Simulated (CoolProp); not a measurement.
The fluid at 293.15 K and 0.839 MPa is throttled through a valve to 0.246 MPa with no heat exchange. The same conditions are run with several fluids, on thermodynamics alone (safety and materials aside).

Computed with CoolProp (reference Helmholtz-energy equation of state of each fluid (dodecamethylpentasiloxane (MD3M): Thol 2019; R236EA: Rui 2013; c-C4F8 (RC318): Platzer 1990; n-heptane: Span 2003; isobutane: Bücker 2006)). The equations of Platzer and Polt are older, rougher fits.

```csv
fluid,temperature change (K),final phase,final density (kg/m³)
dodecamethylpentasiloxane (MD3M),+0.3,liquid,[?]
R236EA,[?],liquid,[?]
c-C4F8 (RC318),-2.3,"two-phase, vapour fraction 0.024",[?]
n-heptane,[?],liquid,[?]
isobutane,[?],"two-phase, vapour fraction 0.047",112
```

Q: Fill in the missing entries.

A: 
- dodecamethylpentasiloxane (MD3M), final density (kg/m³): 875
- R236EA, temperature change (K): +0.1
- R236EA, final density (kg/m³): 1440
- c-C4F8 (RC318), final density (kg/m³): 580
- n-heptane, temperature change (K): +0.2
- n-heptane, final density (kg/m³): 684
- isobutane, temperature change (K): -6.6
